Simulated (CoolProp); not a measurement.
Vapour pressure (MPa) of tetradecamethylhexasiloxane (MD4M): the reference equation beside estimates from Tc = 380.0 °C, pc = 0.8286 MPa, ω = 0.800. Clausius-Clapeyron is anchored at 128.25 °C with a constant enthalpy of vaporisation of 64.37 kJ/mol.

Model: reference Helmholtz-energy equation of state, Thol 2019, in CoolProp.

| T (°C) | reference | Lee-Kesler | Clausius-Clapeyron | van der Waals | Soave-Redlich-Kwong |
|---|---|---|---|---|---|
| 80.85 | 9.043e-5 | 0.0001160 | 0.0001051 | 0.03897 | 0.0001115 |
| 87.55 | 0.0001415 | 0.0001756 | 0.0001578 | 0.04381 | 0.0001696 |
| 94.35 | 0.0002178 | 0.0002623 | 0.0002348 | 0.04914 | 0.0002544 |
| 101.15 | 0.0003281 | 0.0003847 | 0.0003442 | 0.05490 | 0.0003746 |
| 107.95 | 0.0004844 | 0.0005544 | 0.0004979 | 0.06112 | 0.0005420 |
| 114.65 | 0.0006980 | 0.0007822 | 0.0007072 | 0.06770 | 0.0007673 |
| 121.45 | 0.0009936 | 0.001092 | 0.0009976 | 0.07486 | 0.001075 |
| 128.25 | 0.001391 | 0.001504 | 0.001391 | 0.08251 | 0.001484 |
| 134.95 | 0.001908 | 0.002032 | 0.001909 | 0.09056 | 0.002012 |
| 141.75 | 0.002591 | 0.002724 | 0.002605 | 0.09924 | 0.002704 |
| 148.55 | 0.003470 | 0.003607 | 0.003520 | 0.1085 | 0.003589 |
| 155.25 | 0.004569 | 0.004702 | 0.004690 | 0.1181 | 0.004691 |
| 162.05 | 0.005966 | 0.006088 | 0.006221 | 0.1285 | 0.006087 |
| 168.85 | 0.007702 | 0.007801 | 0.008179 | 0.1394 | 0.007815 |
| 175.55 | 0.009799 | 0.009865 | 0.01062 | 0.1508 | 0.009902 |

Absolute difference from the reference over all 15 rows, mean and median: Lee-Kesler 10.5 and 8.1 %, Clausius-Clapeyron 4.6 and 2.8 %, van der Waals 11161.6 and 5831.7 %, Soave-Redlich-Kwong 8.8 and 6.7 %.
